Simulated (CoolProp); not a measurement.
Cyclopentane along the isobar 3.97 MPa: fugacity coefficient from the reference equation and from simpler models built on Tc = 511.7 K, pc = 4.583 MPa, ω = 0.202; each cubic takes its own stable root.

Computed with CoolProp (reference Helmholtz-energy equation of state, Gedanitz 2015).

```tsv
T (K)	phase	reference	van der Waals	Redlich-Kwong	Soave-Redlich-Kwong	Peng-Robinson
380.3	liquid	0.1258	0.3019	0.1649	0.1286	0.1251
391.6	liquid	0.1575	0.3387	0.2012	0.1616	0.1569
403	liquid	0.1941	0.3776	0.2418	0.1999	0.1938
414.3	liquid	0.2352	0.4175	0.2859	0.2428	0.2351
425.6	liquid	0.2808	0.4586	0.3336	0.2906	0.2811
436.9	liquid	0.3309	0.5006	0.3844	0.3429	0.3316
448.2	liquid	0.3852	0.5433	0.4378	0.3994	0.3860
459.5	liquid	0.4432	0.5863	0.4932	0.4594	0.4440
470.8	liquid	0.5044	0.6292	0.5499	0.5221	0.5046
482.1	liquid	0.5681	0.6714	0.6068	0.5862	0.5668
493.4	liquid	0.6331	0.7119	0.6625	0.6500	0.6288
504.8	gas	0.6875	0.7312	0.7006	0.6988	0.6772
516.1	gas	0.7128	0.7472	0.7216	0.7226	0.7007
527.4	gas	0.7345	0.7615	0.7400	0.7433	0.7212
538.7	gas	0.7537	0.7745	0.7565	0.7619	0.7397
550	gas	0.7710	0.7865	0.7715	0.7787	0.7566
```
